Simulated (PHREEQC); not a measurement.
1.6 g of hydrous ferric oxide (600 m²/g; 0.2 weak and 0.005 strong sites per Fe, Dzombak-Morel constants, diffuse double layer) in 1 kg of water with 0.01 mol/kgw of an inert sodium salt, at 25 °C; the pH is set by adding NaOH or the inert anion's acid. Oxygen alone is held at its pressure in air (log pO2 = -0.68). No CO2 enters from the air. Nothing may precipitate in this run.

Base run: PHREEQC, ion-association model, wateq4f.dat. Each further column changes one thing. The table gives surface charge σ (C/m²).

```tsv
pH	base	background salt from 0.01 to 0.001 mol/kgw	oxide from 1.6 to 8 g/kgw	0.00053 mol/kgw SrCl2 added
3	0.329	…	0.340	0.332
4.33	0.182	…	0.197	0.189
5.67	0.067	…	0.070	0.071
7	0.017	…	0.018	0.019
8.33	-0.003	-0.001	-0.003	-0.001
9.67	-0.029	-0.011	-0.030	-0.021
11	-0.101	…	-0.106	-0.077
```

### Question
Complete the blanks.

### Answer

- 3, background salt from 0.01 to 0.001 mol/kgw: 0.277
- 4.33, background salt from 0.01 to 0.001 mol/kgw: 0.102
- 5.67, background salt from 0.01 to 0.001 mol/kgw: 0.028
- 7, background salt from 0.01 to 0.001 mol/kgw: 0.006
- 11, background salt from 0.01 to 0.001 mol/kgw: -0.057

The oxide is taken as insoluble; below pH 4 it would dissolve.
